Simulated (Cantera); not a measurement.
A perfectly stirred reactor is fed with 3.34 % CH₄, 4.35 % C₂H₆, 0.171 % C₃H₈, 16.2 % O₂, 73.2 % N₂, 2.67 % H₂O, at 0.250 bar; it is adiabatic with a 448 K inlet, and is followed from long to short residence time, starting on the burning branch (τ in s: 0.033, 0.014, 0.0061, 0.0026, 0.0011, 0.00049, 0.00021, 9.1e-05, 3.9e-05, 1.7e-05).

Computed with Cantera and GRI-Mech 3.0 (53 species, 325 reactions).

x: mole fraction; the columns are a selection and need not sum to one.

```csv
τ (s),T (K),x CH₄,x C₂H₆,x C₃H₈,x N₂O,x CH₂,x C₂H₄
0.033,1881,4.32e-5,3.91e-6,9.84e-8,(withheld),2.49e-6,4.75e-6
0.014,1872,8.41e-5,8.67e-6,2.18e-7,(withheld),5.01e-6,1.01e-5
0.0061,1860,0.000172,1.97e-5,4.95e-7,3.54e-8,9.98e-6,2.30e-5
0.0026,1836,0.000381,4.89e-5,1.23e-6,3.57e-8,1.96e-5,5.98e-5
0.0011,1768,0.00109,0.000159,3.98e-6,(withheld),3.58e-5,0.000222
0.00049,448,0.0334,0.0435,0.00171,<1e-12,<1e-12,<1e-12
0.00021,448,0.0334,0.0435,0.00171,<1e-12,<1e-12,<1e-12
9.1e-5,448,0.0334,0.0435,0.00171,<1e-12,<1e-12,<1e-12
3.9e-5,448,0.0334,0.0435,0.00171,<1e-12,<1e-12,<1e-12
1.7e-5,448,0.0334,0.0435,0.00171,<1e-12,<1e-12,<1e-12
```

Problem. Fill in the missing entries.

Solution. 
- 0.033, x N₂O: 1.59e-8
- 0.014, x N₂O: 2.52e-8
- 0.0011, x N₂O: 1.73e-8
